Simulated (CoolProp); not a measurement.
C3F8 (R218) along the isotherm 376 K: Z from the reference equation and from simpler models built on Tc = 345.0 K, pc = 2640 kPa, ω = 0.317; each cubic takes its own stable root.

The numbers come from the reference Helmholtz-energy equation of state, Lemmon 2006 in CoolProp. It is a short technical equation, of lower accuracy than the large ones.

| p (kPa) | phase | reference | Redlich-Kwong | Soave-Redlich-Kwong | Peng-Robinson |
|---|---|---|---|---|---|
| 550 | gas | 0.9479 | 0.9430 | 0.9464 | 0.9393 |
| 1100 | gas | 0.8909 | 0.8821 | 0.8896 | 0.8759 |
| 1650 | gas | 0.8280 | 0.8159 | 0.8289 | 0.8092 |
| 2200 | gas | 0.7578 | 0.7428 | 0.7634 | 0.7385 |
| 2750 | supercritical | 0.6794 | 0.6600 | 0.6921 | 0.6633 |
| 3300 | supercritical | 0.5934 | 0.5645 | 0.6150 | 0.5842 |
| 3850 | supercritical | 0.5057 | 0.4685 | 0.5388 | 0.5082 |
| 4400 | supercritical | 0.4368 | 0.4211 | 0.4846 | 0.4543 |
| 4950 | supercritical | 0.4074 | 0.4145 | 0.4634 | 0.4313 |
| 5500 | supercritical | 0.4057 | 0.4231 | 0.4628 | 0.4280 |
| 6050 | supercritical | 0.4164 | 0.4381 | 0.4720 | 0.4346 |
| 6600 | supercritical | 0.4326 | 0.4560 | 0.4863 | 0.4462 |
